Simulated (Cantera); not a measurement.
**N2O furnace oxynitridation**

An isothermal, constant-pressure homogeneous reactor starts with 99.1 % N2O, 0.931 % H2O, at 1075 K and 48.0 Torr.

Computed with Cantera and GRI-Mech 3.0 (53 species, 325 reactions). GRI-Mech 3.0 was tuned for natural gas; its chemistry of N2O as a main component is partial and can be far from experiment. The mechanism lacks the step 2 NO + O2 → 2 NO2, which can matter for NO2 below about 1400 K. The temperature is held fixed by assumption; the heat of reaction is taken as removed at once.

```csv
t (s),x N2O,x H2O,x O2,x H,x N2,x O
8.00e-6,0.991,0.00931,2.86e-10,<1e-12,1.18e-8,1.12e-8
3.17e-5,0.991,0.00931,4.25e-9,<1e-12,4.98e-8,4.10e-8
0.000125,0.991,0.00931,5.48e-8,<1e-12,2.35e-7,1.22e-7
0.000497,0.991,0.00931,4.75e-7,<1e-12,1.19e-6,2.06e-7
0.00197,0.991,0.00931,2.44e-6,1.35e-12,5.27e-6,2.13e-7
0.00779,0.991,0.00931,1.03e-5,5.15e-12,2.15e-5,2.13e-7
0.0308,0.991,0.00931,4.12e-5,1.58e-11,8.59e-5,2.13e-7
0.122,0.990,0.00931,0.000164,4.06e-11,0.000342,2.13e-7
0.483,0.989,0.00931,0.000652,5.21e-11,0.00137,2.11e-7
1.91,0.982,0.00929,0.00258,5.66e-11,0.00540,2.05e-7
7.58,0.959,0.00921,0.0101,5.75e-11,0.0209,1.95e-7
30.0,0.872,0.00894,0.0375,6.24e-11,0.0773,1.89e-7
```
x: mole fraction; the columns are a selection and need not sum to one.

Equilibrium at this temperature and pressure: N2O 1.39e-9, H2O 0.00623, O2 0.331, H <1e-12, N2 0.662, O 3.00e-9 (gas phase only).
